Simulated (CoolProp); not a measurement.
Vapour-liquid equilibrium of isohexane (1) + benzene (2) at 0.405 MPa; x and y are mole fractions of (1).

Computed with CoolProp (multi-fluid Helmholtz-energy mixture model, Lemmon 2006 and Thol 2012; pair parameters Bell 2016).

```json
[
 {"x": "0.05", "bubble temperature (K)": "403.1", "y at the bubble point": "0.104", "dew temperature at overall composition x (K)": "404.7", "liquid density (mol/L)": "___"},
 {"x": "0.15", "bubble temperature (K)": "398.6", "y at the bubble point": "0.262", "dew temperature at overall composition x (K)": "401.8", "liquid density (mol/L)": "9.038"},
 {"x": "0.25", "bubble temperature (K)": "395.3", "y at the bubble point": "0.380", "dew temperature at overall composition x (K)": "398.9", "liquid density (mol/L)": "8.668"},
 {"x": "0.35", "bubble temperature (K)": "392.8", "y at the bubble point": "0.475", "dew temperature at overall composition x (K)": "396.1", "liquid density (mol/L)": "8.317"},
 {"x": "0.45", "bubble temperature (K)": "___", "y at the bubble point": "0.559", "dew temperature at overall composition x (K)": "393.5", "liquid density (mol/L)": "___"},
 {"x": "0.55", "bubble temperature (K)": "389.3", "y at the bubble point": "0.638", "dew temperature at overall composition x (K)": "391.1", "liquid density (mol/L)": "7.677"},
 {"x": "0.65", "bubble temperature (K)": "387.9", "y at the bubble point": "0.715", "dew temperature at overall composition x (K)": "389.0", "liquid density (mol/L)": "7.386"},
 {"x": "0.75", "bubble temperature (K)": "___", "y at the bubble point": "0.794", "dew temperature at overall composition x (K)": "387.4", "liquid density (mol/L)": "7.114"},
 {"x": "0.85", "bubble temperature (K)": "___", "y at the bubble point": "0.874", "dew temperature at overall composition x (K)": "386.1", "liquid density (mol/L)": "6.859"},
 {"x": "0.95", "bubble temperature (K)": "385.0", "y at the bubble point": "0.957", "dew temperature at overall composition x (K)": "385.0", "liquid density (mol/L)": "6.618"}
]
```

**Question.** Some entries are withheld; supply them.

**Answer.** 
- 0.05, liquid density (mol/L): 9.422
- 0.45, bubble temperature (K): 390.9
- 0.45, liquid density (mol/L): 7.986
- 0.75, bubble temperature (K): 386.8
- 0.85, bubble temperature (K): 385.8

No azeotrope shows between x = 0.05 and 0.95.

Pair parameters are fitted to limited data, so mixtures are less certain than the pure fluids.
